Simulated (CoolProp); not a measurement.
Vapour-liquid equilibrium of acetone (1) + toluene (2) at -3.75 °C; x and y are mole fractions of (1).

The numbers come from the multi-fluid Helmholtz-energy mixture model, Lemmon 2006 and Lemmon 2006; pair parameters Bell 2016 in CoolProp.

```
x      bubble pressure, mixture model (bar)  bubble pressure, Raoult's law (bar)  y, mixture model  y, Raoult's law
-----  ------------------------------------  -----------------------------------  ----------------  ---------------
0.05                                0.01488                              0.01055             0.544            0.360
0.125                               0.02410                              0.01572             0.737            0.604
0.2                                 0.03123                              0.02088             0.810            0.728
0.275                               0.03696                              0.02605             0.849            0.802
0.35                                0.04175                              0.03121             0.875            0.852
0.425                               0.04596                              0.03638             0.895            0.888
0.5                                 0.04981                              0.04155             0.911            0.914
0.575                               0.05349                              0.04671             0.925            0.935
0.65                                0.05713                              0.05188             0.938            0.952
0.725                               0.06082                              0.05704             0.951            0.966
0.8                                 0.06465                              0.06221             0.963            0.977
0.875                               0.06868                              0.06737             0.977            0.987
0.95                                0.07297                              0.07254             0.990            0.995
```

The largest gap from Raoult's law is +53.3 % in bubble pressure, at x = 0.125. No azeotrope shows between x = 0.05 and 0.95.

The pair parameters rest on a limited set of measurements; away from them the model extrapolates. With so large a gap from Raoult's law the liquid may split in two, which this calculation doesn't test in full.
